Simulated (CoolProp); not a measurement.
A closed Brayton cycle with dry air: compressor inlet 305.15 K and 3.5 MPa, high pressure 11.3 MPa, turbine inlet 705 K, compressor efficiency 0.85, turbine efficiency 0.9, recuperator effectiveness 0.95 (on enthalpy, no pinch check). Each further row changes one setting.

Model: reference Helmholtz-energy equation of state, Lemmon 2000, in CoolProp. It is a pseudo-pure fit of the blend.

```
case                           thermal efficiency (%)  net work (kJ/kg)  compressor to turbine work  compressor exit (K)  turbine exit (K)
-----------------------------  ----------------------  ----------------  --------------------------  -------------------  ----------------
as stated                                         ___              41.7                        0.78                449.0             530.8
turbine inlet 655 K                               ___              28.1                        0.84                449.0             491.5
compressor inlet 315.15 K                         ___               ___                         ___                463.4             530.8
high pressure 9.61 MPa                           24.2              42.5                        0.74                  ___             552.1
recuperator effectiveness 0.5                    17.8              41.7                        0.78                449.0             530.8
```

What belongs in the gaps?


- as stated, thermal efficiency (%): 21.2
- turbine inlet 655 K, thermal efficiency (%): 15.5
- compressor inlet 315.15 K, thermal efficiency (%): 18.8
- compressor inlet 315.15 K, net work (kJ/kg): 36.7
- compressor inlet 315.15 K, compressor to turbine work: 0.80
- high pressure 9.61 MPa, compressor exit (K): 426.2
